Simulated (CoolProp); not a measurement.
Vapour-liquid equilibrium of dimethyl ether (1) + 1-butene (2) at 288 K; x and y are mole fractions of (1).

The numbers come from the multi-fluid Helmholtz-energy mixture model, Wu 2011 and Lemmon 2005; pair parameters Bell 2016 in CoolProp.

```
x     bubble pressure (MPa)  y at the bubble point  dew pressure at overall composition x (MPa)  liquid density (mol/L)
----  ---------------------  ---------------------  -------------------------------------------  ----------------------
0.05                 0.2319                  0.110                                       0.2228                   10.85
0.2                  0.2761                  0.356                                       0.2466                   11.31
0.35                 0.3147                  0.527                                       0.2748                   11.81
0.5                  0.3483                  0.657                                       0.3082                   12.36
0.65                 0.3780                  0.766                                       0.3465                   12.97
0.8                  0.4045                  0.866                                       0.3873                   13.66
0.95                 0.4281                  0.965                                       0.4248                   14.43
```

No azeotrope shows between x = 0.05 and 0.95.

The pair parameters rest on a limited set of measurements; away from them the model extrapolates.
